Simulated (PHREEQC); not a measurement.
Consider water at 25 °C with 0.308 mol K2CO3 and 0.063 mol Al(NO3)3 per kg of water. Closed to the air; pH follows from the charge balance.

All values are PHREEQC results (ion-association model, phreeqc.dat), not measurements.

```
Item                      Result
-----------------  -------------
pH                          9.17
ionic strength     0.672 mol/kgw
activity of water          0.980
density              1.038 g/cm³
total alkalinity      616 meq/kg
```

| species | molality | activity | log γ |
|---|---|---|---|
| K+ | 0.616 | 0.384 | -0.205 |
| HCO3- | 0.252 | 0.170 | -0.170 |
| NO3- | 0.189 | 0.111 | -0.231 |
| Al(OH)4- | 0.0630 | 0.0408 | -0.189 |
| CO3-2 | 0.0562 | 0.0117 | -0.682 |
| CO2 | 0.000227 | 0.000265 | 0.067 |
| OH- | 2.39e-5 | 1.46e-5 | -0.215 |
| Al(OH)3 | 1.29e-5 | 1.50e-5 | 0.067 |
| Al(OH)2+ | 1.05e-7 | 7.08e-8 | -0.170 |
| (CO2)2 | 1.11e-9 | 1.29e-9 | 0.067 |

This is a speciation only: nothing precipitates in the calculation. The solution is supersaturated, for example in Al(OH)3(a), Gibbsite (slow to form), so a real one may precipitate; this is no full list.
